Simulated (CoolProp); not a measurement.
Vapour-liquid equilibrium of ethanol (1) + n-octane (2) at 412.8 K; x and y are mole fractions of (1).

Computed with CoolProp (multi-fluid Helmholtz-energy mixture model, Schroeder 2014 and Beckmüller 2019; pair parameters Bell 2016).

| x | bubble pressure, mixture model (MPa) | bubble pressure, Raoult's law (MPa) | y, mixture model | y, Raoult's law |
|---|---|---|---|---|
| 0.05 | 0.2751 | 0.1773 | 0.463 | 0.211 |
| 0.125 | 0.4066 | 0.2225 | 0.642 | 0.421 |
| 0.2 | 0.4891 | 0.2676 | 0.708 | 0.560 |
| 0.275 | 0.5420 | 0.3128 | 0.743 | 0.659 |
| 0.35 | 0.5778 | 0.3580 | 0.765 | 0.733 |
| 0.425 | 0.6043 | 0.4031 | 0.782 | 0.790 |
| 0.5 | 0.6263 | 0.4483 | 0.797 | 0.836 |
| 0.575 | 0.6464 | 0.4935 | 0.813 | 0.873 |
| 0.65 | 0.6661 | 0.5387 | 0.831 | 0.904 |
| 0.725 | 0.6859 | 0.5838 | 0.852 | 0.931 |
| 0.8 | 0.7056 | 0.6290 | 0.880 | 0.953 |
| 0.875 | 0.7244 | 0.6742 | 0.916 | 0.973 |
| 0.95 | 0.7408 | 0.7193 | 0.962 | 0.990 |

The largest gap from Raoult's law is +82.7 % in bubble pressure, at x = 0.125. No azeotrope shows between x = 0.05 and 0.95.

Pair parameters are fitted to limited data, so mixtures are less certain than the pure fluids. With so large a gap from Raoult's law the liquid may split in two, which this calculation doesn't test in full.
